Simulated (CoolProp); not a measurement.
Properties of m-xylene at several states.

The numbers come from the reference Helmholtz-energy equation of state, Zhou 2012 in CoolProp.

```csv
T (K),p (bar),phase,Z,Joule-Thomson coefficient (K/MPa),expansivity (1/kK),viscosity (µPa s),Prandtl number,fugacity coefficient
357.1,17.3,liquid,(withheld),-0.3899,(withheld),335,(withheld),0.01082
407.8,1.13,liquid,0.004657,-0.2931,1.306,226,4.66,(withheld)
435.3,180,liquid,0.6941,-0.3130,1.120,227,4.62,(withheld)
```

Fill in the missing entries.


- 357.1, Z: 0.07641
- 357.1, expansivity (1/kK): 1.113
- 357.1, Prandtl number: 5.55
- 407.8, fugacity coefficient: 0.7657
- 435.3, fugacity coefficient: 0.01904

Viscosity comes from a separate model (Cao 2016). Thermal conductivity comes from a separate model (Mylona 2014).
